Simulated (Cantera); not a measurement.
A perfectly stirred reactor is fed with CH4 : CO2 : H2 = 1 : 3.4 : 6.1 (molar parts), at 101000 Pa; it is held at 1750 K, and followed from long to short residence time.

Detailed kinetics in Cantera: GRI-Mech 3.0 (53 species, 325 reactions).

One state of this run: x CH4 = 0.0555; x CO2 = 0.132; x H2 = 0.437; x C2H4 = 0.000492; x HCO = 2.30e-8; x CO = 0.182. x: mole fraction; the columns are a selection and need not sum to one.

**Question.** Which value of τ (s) does it belong to?
(A) 0.0041
(B) 0.37
(C) 0.018
(D) 7.5

**Answer.** C, 0.018
